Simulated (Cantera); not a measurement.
# Transport properties of process gases

Gas mixture: H2O : C2H4 : C3H8 = 0.96 : 0.58 : 0.24 (molar parts), at 100000 Pa, frozen composition.

Cantera's kinetic-theory transport with the Lennard-Jones parameters of GRI-Mech 3.0, ideal gas; thermal conductivity in the multicomponent form. Polar gases are described roughly by these parameters. The composition is frozen, though it would react at the higher temperatures.

```
T (K)  ρ (kg/m³)  cp (J/kg/K)  μ (µPa s)  λ (mW/m/K)     Pr  D (cm²/s) CH4  D (cm²/s) H2  D (cm²/s) CH3
-----  ---------  -----------  ---------  ----------  -----  -------------  ------------  -------------
400        0.746         1948       13.2        35.6  0.722          0.327          1.17          0.332
500        0.597         2195       16.4        49.2  0.733          0.495          1.73          0.502
600        0.497         2421       19.5        63.6  0.742          0.690          2.38          0.698
700        0.426         2618       22.4        78.4  0.750          0.910          3.09          0.919
800        0.373         2786       25.3        93.1  0.756           1.15          3.88           1.16
900        0.331         2935       28.0         108  0.761           1.42          4.73           1.43
1000       0.298         3083       30.6         123  0.766           1.70          5.65           1.71
1100       0.271         3203       33.1         138  0.769           2.00          6.63           2.02
```
D: mixture-averaged diffusion coefficient of that species in the mixture.
